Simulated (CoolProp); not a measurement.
Vapour-liquid equilibrium of p-xylene (1) + n-decane (2) at 0.418 bar; x and y are mole fractions of (1).

Values from CoolProp's multi-fluid Helmholtz-energy mixture model, Zhou 2012 and Lemmon 2006; pair parameters Bell 2016.

Give the bubble temperature and the first vapour's composition at x = 0.2, 0.5, 0.65. Is there an azeotrope?

x = 0.2: 404.8 K, y = 0.420; x = 0.5: 393.6 K, y = 0.743; x = 0.65: 389.3 K, y = 0.842. No azeotrope shows between x = 0.05 and 0.95.

Pair parameters are fitted to limited data, so mixtures are less certain than the pure fluids.
